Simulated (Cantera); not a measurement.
A closed system holds: 1 mol MgCl2, 0.12 mol O2, 110 mol H2, equilibrated at 0.140 Pa.

These are equilibrium values from Cantera (NASA tables, ideal gas, pure condensed phases), not measurements of a reactor. Candidate condensed phases: H2O, Mg, MgCl2, MgO, Mg(OH)2; 22 gas species. Kinetics and transport are ignored. All values below are at 2073 K.

Base state: H 0.840, H2 0.143, Cl 0.00834, Mg 0.00513, HCl 0.00192, O 0.000773, H2O 0.000274, OH 0.000183 (mole fractions); condensed: gas only.

Q: What changes in the equilibrium state with this change: pressure from 0.140 Pa to 1.00 bar?

A: 
```csv
species,before,after
H2,0.143,0.974
HCl,0.00192,0.0124
Mg,0.00513,0.00597
H,0.840,0.00260
MgCl2,<1e-9,0.00259
O,0.000773,1.24e-9
MgH,3.72e-8,9.55e-5
MgCl,1.18e-7,0.000286
```
The tables' values for MgH are old estimates; treat these amounts as uncertain.
